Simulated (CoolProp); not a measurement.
Properties of sulfur dioxide at several states.

Computed with CoolProp (reference Helmholtz-energy equation of state, Gao 2016).

| T (K) | p (MPa) | phase | density (kg/m³) | cp (kJ/(kg K)) | cv (kJ/(kg K)) | speed of sound (m/s) | expansivity (1/kK) | fugacity coefficient |
|---|---|---|---|---|---|---|---|---|
| 226.8 | 0.0942 | liquid | 1555 | 1.363 | 0.8461 | 1180 | 1.624 | 0.1545 |
| 324.6 | 0.398 | gas | 9.944 | 0.7157 | 0.5461 | … | … | 0.9525 |
| 500.7 | 2.72 | gas | 45.13 | 0.8115 | 0.6211 | 269.9 | … | 0.9313 |
| 355.6 | 0.26 | gas | 5.765 | 0.6858 | 0.5399 | 236.5 | 3.052 | 0.9777 |
| 333.8 | 0.031 | gas | 0.7180 | 0.6474 | 0.5153 | 232.5 | 3.033 | 0.9967 |
| 515.3 | 7.61 | gas | 140.4 | 1.026 | 0.6674 | 258.3 | … | 0.8329 |

Some entries are withheld; supply them.


- 324.6, speed of sound (m/s): 223.0
- 324.6, expansivity (1/kK): 3.711
- 500.7, expansivity (1/kK): 2.612
- 515.3, expansivity (1/kK): 4.002
